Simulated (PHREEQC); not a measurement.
**Cooling-tower water**

A made-up water analysis in mmol/kgw, 20 °C, pH 7.64, pe -0.6: Na 4.05; K 1.34; Ca 2.99; Mg 0.561; Cl 0.496; S(6) 1.74; Alkalinity (meq/kgw) 8.55; Mn(2) 0.0286; Sr 0.00612; Li 0.00466; B 0.161; Br 0.00233; Fe(2) 0.0269.

Na is adjusted to close the charge balance.
Valence states are taken as typed.

Computed with PHREEQC (ion-association model, phreeqc.dat).

| Item | Value |
|---|---|
| ionic strength | 0.0161 mol/kgw |
| specific conductance | 1010 µS/cm |

```
species  molality  activity   log γ
-------  --------  --------  ------
HCO3-     0.00820   0.00726  -0.052
Na+       0.00393   0.00347  -0.054
Ca+2      0.00257   0.00159  -0.210
SO4-2     0.00143  0.000872  -0.213
K+        0.00133   0.00117  -0.056
Cl-      0.000496  0.000436  -0.056
```

Precipitation was switched off in this run. The solution is supersaturated, for example in Rhodochrosite, Siderite, so a real one may precipitate; this is no full list. Species that the database lacks are ignored.
